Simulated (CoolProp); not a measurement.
A single-stage vapour-compression cycle with the fluid: evaporating at 305.15 K (dew point), condensing at 326.15 K (bubble point), superheat 2 K, subcooling 5 K, compressor efficiency 0.6, no pressure losses. The same conditions are run with several fluids, on thermodynamics alone (safety and materials aside).

Model: reference Helmholtz-energy equation of state of each fluid (n-butane: Bücker 2006; 1,2-dichloroethane: Thol 2015; fluoroethane (R161): Wu 2012; n-perfluorobutane: Gao 2022; C3F8 (R218): Lemmon 2006; isobutene: Lemmon 2005), in CoolProp.

```tsv
fluid	cooling COP	pressure ratio	discharge temperature (K)	refrigerating effect (kJ/kg)	volumetric capacity (kJ/m³)
n-butane	8.18	1.78	332.5	317	2380
1,2-dichloroethane	8.48	2.41	353.3	332	188
fluoroethane (R161)	7.81	1.67	?	292	7490
n-perfluorobutane	?	1.81	326.2	?	2390
C3F8 (R218)	6.75	1.66	327.3	53.5	5530
isobutene	8.16	1.76	334.3	?	2880
```

Task: Complete the blanks.

Result: 
- fluoroethane (R161), discharge temperature (K): 343.1
- n-perfluorobutane, cooling COP: 7.66
- n-perfluorobutane, refrigerating effect (kJ/kg): 68.4
- isobutene, refrigerating effect (kJ/kg): 315

The compression ends wet for: n-perfluorobutane.
